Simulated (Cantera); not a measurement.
Input: 1 mol Mg(OH)₂, 2 mol CO₂, 2.6 mol H₂, at 1352 °C and 1.65 Torr.

Cantera equilibrium calculation (NASA polynomials, part measured and part estimated; ideal gas, pure solids and liquids). Candidate condensed phases: C, C₆H₆, C₇H₈, C₈H₁₈, H₂O, Mg, MgCO₃, MgO, Mg(OH)₂; 116 gas species. Equilibrium is a limit: real reactors are often held back by kinetics, nucleation or transport.

Base state: H₂O 0.408, H₂ 0.235, CO 0.229, CO₂ 0.128, H 0.000729, OH 5.33e-5 (mole fractions); condensed: MgO(s).

**Question.** What changes in the equilibrium state with this change: temperature from 1352 °C to 875 °C?

**Answer.** 
| species | before | after |
|---|---|---|
| H₂O | 0.408 | 0.354 |
| H₂ | 0.235 | 0.289 |
| CO₂ | 0.128 | 0.182 |
| CO | 0.229 | 0.175 |
| OH | 5.33e-5 | 6.03e-9 |
| H | 0.000729 | 8.23e-7 |
| MgO(s), mol | 1.000 | 1.00 |
